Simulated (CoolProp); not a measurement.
Computed with CoolProp (reference Helmholtz-energy equation of state, Lemmon 2006). It is a short technical equation, of lower accuracy than the large ones.

Problem. For C2F6 (R116), give the phase and the speed of sound (m/s), Joule-Thomson coefficient (K/MPa), viscosity (µPa s), conductivity (mW/(m K)) at 231.7 K and 0.0232 MPa; 290.6 K and 0.0641 MPa.

Solution. 
- 231.7 K and 0.0232 MPa: gas; speed of sound 123, Joule-Thomson coefficient 16.9, viscosity 11.0, conductivity 9.87
- 290.6 K and 0.0641 MPa: gas; speed of sound 137, Joule-Thomson coefficient 8.82, viscosity 13.8, conductivity 14.2

Viscosity comes from a separate model (Huber 2003), an estimate that may be off by 10 % or more. Thermal conductivity comes from a separate model (Huber 2003), an estimate that may be off by 10 % or more.
